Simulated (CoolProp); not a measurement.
A single-stage vapour-compression cycle with R143a: evaporating at 294.15 K (dew point), condensing at 314.15 K (bubble point), superheat 2 K, subcooling 0 K, compressor efficiency 0.9, no pressure losses. Each further row changes one setting.

Values from CoolProp's reference Helmholtz-energy equation of state, Lemmon and Jacobsen 2000.

```csv
case,cooling COP,pressure ratio,discharge temperature (K),refrigerating effect (kJ/kg),volumetric capacity (kJ/m³)
as stated,10.7,1.65,320.3,133,6710
evaporating temperature 299.15 K,14.9,1.45,319.3,135,7850
condensing temperature 309.15 K,15.0,1.47,314.3,142,7160
subcooling 5 K,11.5,1.65,320.3,142,7170
superheat 12 K,10.8,1.65,329.7,145,6800
compressor efficiency 0.8,9.53,1.65,321.3,133,6710
```
